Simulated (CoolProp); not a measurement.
Values from CoolProp's reference Helmholtz-energy equation of state, Lemmon 2006. It is a short technical equation, of lower accuracy than the large ones.

Q: Give the vapour pressure (bar), liquid density (kg/m³), vapour density (kg/m³), surface tension (mN/m) of saturated C3F8 (R218) at 225.3, 249 K.

A: 
| T (K) | p (bar) | liquid density (kg/m³) | vapour density (kg/m³) | surface tension (mN/m) |
|---|---|---|---|---|
| 225.3 | 0.597 | 1650 | 6.22 | 11.8 |
| 249 | 1.74 | 1560 | 17.1 | 9.03 |

Surface tension comes from a separate correlation (Mulero 2012).
